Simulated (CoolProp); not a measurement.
Ammonia at several states: fugacity coefficient from the reference equation and from simpler models built on Tc = 405.6 K, pc = 11.36 MPa, ω = 0.256; each cubic takes its own stable root.

Model: reference Helmholtz-energy equation of state, Gao 2020, in CoolProp.

```json
[
 {"T (K)": "402.1", "p (MPa)": "0.338", "phase": "gas", "reference": "0.9887", "van der Waals": "0.9910", "Redlich-Kwong": "0.9896", "Peng-Robinson": "0.9884"},
 {"T (K)": "233.3", "p (MPa)": "44", "phase": "liquid", "reference": "[?]", "van der Waals": "0.04516", "Redlich-Kwong": "[?]", "Peng-Robinson": "[?]"},
 {"T (K)": "692.5", "p (MPa)": "1.12", "phase": "gas", "reference": "0.9956", "van der Waals": "0.9930", "Redlich-Kwong": "0.9940", "Peng-Robinson": "0.9954"},
 {"T (K)": "241.6", "p (MPa)": "2.59", "phase": "liquid", "reference": "[?]", "van der Waals": "0.3492", "Redlich-Kwong": "0.08424", "Peng-Robinson": "0.04304"},
 {"T (K)": "243.6", "p (MPa)": "0.0232", "phase": "gas", "reference": "0.9943", "van der Waals": "0.9980", "Redlich-Kwong": "0.9972", "Peng-Robinson": "0.9967"},
 {"T (K)": "554.2", "p (MPa)": "12.4", "phase": "supercritical", "reference": "[?]", "van der Waals": "[?]", "Redlich-Kwong": "[?]", "Peng-Robinson": "[?]"}
]
```

Problem. Fill in the missing entries.

Solution. 
- 233.3, reference: 0.002787
- 233.3, Redlich-Kwong: 0.006694
- 233.3, Peng-Robinson: 0.002977
- 241.6, reference: 0.04281
- 554.2, reference: 0.8806
- 554.2, van der Waals: 0.8584
- 554.2, Redlich-Kwong: 0.8656
- 554.2, Peng-Robinson: 0.8730
